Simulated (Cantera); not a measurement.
What does this Cantera script print?

```python
import numpy as np
import cantera as ct

gas = ct.Solution("gri30.yaml")
gas.TPX = 575, 101325, {'CH4': 1, 'CO': 0.52, 'O2': 3.18, 'N2': 11.8}
flame = ct.FreeFlame(gas, width=0.04)
flame.set_refine_criteria(ratio=3, slope=0.08, curve=0.16)
flame.transport_model = "mixture-averaged"
flame.solve(loglevel=0, auto=True)
flame.transport_model = "multicomponent"
flame.soret_enabled = False
flame.solve(loglevel=0, refine_grid=True)
z, T = flame.grid, flame.T
thick = (T[-1] - T[0]) / np.gradient(T, z).max()
show = ['CH4', 'CO', 'O2', 'NO2', 'CH2', 'CH2CO']
print(f"laminar burning velocity  {flame.velocity[0] * 100:.3f} cm/s")
print(f"burnt temperature         {T[-1]:.1f} K")
print(f"thermal thickness         {thick * 1e3:.4f} mm")
print(f"grid points               {len(z)}")
z0 = z[flame.heat_release_rate.argmax()]
print(f"{'z/mm':>9s}{'T/K':>9s}{'u/(m/s)':>9s}" + "".join(f"{s:>11s}" for s in show))
rows = []
for k in (-3, -2, -1.5, -1, -0.5, -0.25, 0, 0.25, 0.5, 1, 2, 4, 8):
    zz = z0 + k * thick
    rows.append([k * thick, np.interp(zz, z, T), np.interp(zz, z, flame.velocity),
                 *(np.interp(zz, z, flame.X[gas.species_index(s)]) for s in show)])
    print(f"{rows[-1][0] * 1e3:9.3f}{rows[-1][1]:9.1f}{rows[-1][2]:9.3f}" + "".join(f"{x:11.3e}" for x in rows[-1][3:]))
```

Result:

```
laminar burning velocity  94.361 cm/s
burnt temperature         2110.7 K
thermal thickness         0.4001 mm
grid points               139
     z/mm      T/K  u/(m/s)        CH4         CO         O2        NO2        CH2      CH2CO
   -1.200    575.1    0.944  6.058e-02  3.150e-02  1.926e-01  1.849e-11 -7.639e-18  1.011e-10
   -0.800    576.3    0.947  6.047e-02  3.149e-02  1.924e-01  2.767e-10  4.889e-16  2.088e-09
   -0.600    581.3    0.956  6.016e-02  3.152e-02  1.919e-01  1.683e-09  8.590e-14  1.754e-08
   -0.400    616.3    1.016  5.827e-02  3.190e-02  1.893e-01  1.258e-08  4.137e-11  2.460e-07
   -0.200    876.2    1.455  4.477e-02  3.631e-02  1.694e-01  2.418e-08  8.942e-08  5.824e-06
   -0.100   1207.3    2.014  2.623e-02  4.362e-02  1.400e-01  9.264e-09  2.866e-06  2.422e-05
    0.000   1554.7    2.600  6.610e-03  4.956e-02  1.021e-01  3.753e-09  1.685e-05  3.404e-05
    0.100   1710.4    2.851  4.906e-04  4.174e-02  7.921e-02  1.822e-09  3.500e-06  5.489e-06
    0.200   1771.4    2.937  1.986e-05  3.090e-02  7.069e-02  2.080e-09  1.849e-07  2.560e-07
    0.400   1849.1    3.044  3.717e-08  1.913e-02  6.468e-02  2.975e-09  4.848e-10  5.528e-10
    0.800   1937.1    3.170  7.307e-13  1.182e-02  6.101e-02  4.886e-09  1.578e-14  3.757e-14
    1.601   2015.3    3.283 -4.142e-15  7.461e-03  5.884e-02  8.941e-09 -1.313e-15 -1.272e-14
    3.201   2069.2    3.359  1.721e-16  4.103e-03  5.748e-02  1.635e-08  4.051e-17  4.713e-16
```

Model: GRI-Mech 3.0 (53 species, 325 reactions), integrated in Cantera. Burning velocities carry a grid error of a few per cent, more on coarse grids.
